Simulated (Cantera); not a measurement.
Feed: 1 mol SiCl4, 1.8 mol H2, equilibrated at 1 atm.

These are equilibrium values from Cantera (NASA tables, ideal gas, pure condensed phases), not measurements of a reactor. Candidate condensed phases: Si; 19 gas species. The tables' values for SiCl3 are old estimates; treat these amounts as uncertain. Equilibrium is a limit: real reactors are often held back by kinetics, nucleation or transport.

x: gas mole fraction; nothing condenses.

| T (K) | x H2 | x SiCl4 | x HCl | x SiHCl3 | x SiH2Cl2 |
|---|---|---|---|---|---|
| 525 | 0.642 | 0.356 | 0.000909 | 0.000908 | 8.86e-8 |
| 575 | 0.641 | 0.355 | 0.00184 | 0.00184 | 4.39e-7 |
| 625 | 0.640 | 0.354 | … | … | … |
| 675 | 0.637 | 0.352 | 0.00543 | 0.00542 | 5.17e-6 |
| 725 | 0.635 | 0.349 | … | … | … |
| 775 | 0.631 | 0.345 | 0.0119 | 0.0118 | 3.13e-5 |
| 825 | 0.627 | 0.341 | 0.0163 | 0.0162 | 6.48e-5 |
| 875 | 0.621 | 0.336 | 0.0215 | 0.0212 | 0.000122 |

Question: Complete the blanks.

Answer: 
- 625, x HCl: 0.00331
- 625, x SiHCl3: 0.00331
- 625, x SiH2Cl2: 1.67e-6
- 725, x HCl: 0.00828
- 725, x SiHCl3: 0.00825
- 725, x SiH2Cl2: 1.36e-5
